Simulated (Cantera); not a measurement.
Input (Python, Cantera) and output of one run.

```python
import numpy as np
import cantera as ct

gas_names = [...]  # 130 gases of nasa_gas.yaml made of C, H, Mg, O, S
cond_names = """
    C(gr) C6H6(L) C7H8(L) C8H18(L),n-octa H2O(s) H2O(L) H2SO4(L) Mg(cr) Mg(L) MgCO3(s) MgO(s) MgO(L)
    MgO2H2(s) MgS(s) MgSO4(s) MgSO4(L) S(cr1) S(cr2) S(L)
""".split()


# ... load() reads the species with a 1 bar reference pressure and builds the phases ...
atoms = {
    'MgCO3': {'Mg': 1, 'C': 1, 'O': 3},
    'SO3': {'S': 1, 'O': 3},
    'H2O': {'H': 2, 'O': 1},
}
top_T = {'C(gr)': 4500, 'MgS(s)': 2250}  # K; cautious upper limits of use, not melting points


# ... equilibrate(T, P, feed) seeds the gas with the atoms and calls Mixture.equilibrate('TP', solver="vcs", rtol=1e-11, max_steps=5000) ...
results = []
feed = {'MgCO3': 1, 'SO3': 0.38, 'H2O': 0.11}  # mol
T = 1850  # K
P = 101325  # Pa
mix = equilibrate(T, P, feed)
results.append((T, P, feed, dict(zip(mix.species_names, mix.species_moles))))
print(gas.report(threshold=0.0001))
for i in range(1, mix.n_phases):
    print(f"{mix.phase(i).name:16s} {mix.phase_moles(i):12.5e} mol")
```

Output:

```
       temperature   1850 K
          pressure   1.0132e+05 Pa
           density   0.29956 kg/m^3
  mean mol. weight   45.476 kg/kmol
   phase of matter   gas

                          1 kg             1 kmol
                     ---------------   ---------------
          enthalpy       -5.2543e+06       -2.3894e+08  J
   internal energy       -5.5925e+06       -2.5432e+08  J
           entropy              6911        3.1428e+05  J/K
    Gibbs function        -1.804e+07       -8.2036e+08  J
 heat capacity c_p            1238.6             56327  J/K
 heat capacity c_v            1055.8             48013  J/K

                      mass frac. Y      mole frac. X     chem. pot. / RT
                     ---------------   ---------------   ---------------
                CO        0.00036865        0.00059852           -42.034
               CO2           0.57536           0.59454           -57.363
               H2O            0.0258          0.065128           -45.574
                OH        0.00023836        0.00063736           -30.451
                O2          0.079415           0.11286           -30.658
               SO2           0.31758           0.22545           -56.356
               SO3         0.0011906        0.00067632           -71.685
     [ +123 minor]        4.8942e-05        0.00010709

C(gr)             0.00000e+00 mol
Mg(L)             0.00000e+00 mol
MgO(s)            9.99999e-01 mol
MgS(s)            0.00000e+00 mol
MgSO4(L)          0.00000e+00 mol
S(L)              0.00000e+00 mol
```

These are equilibrium values from Cantera (NASA tables, ideal gas, pure condensed phases), not measurements of a reactor.
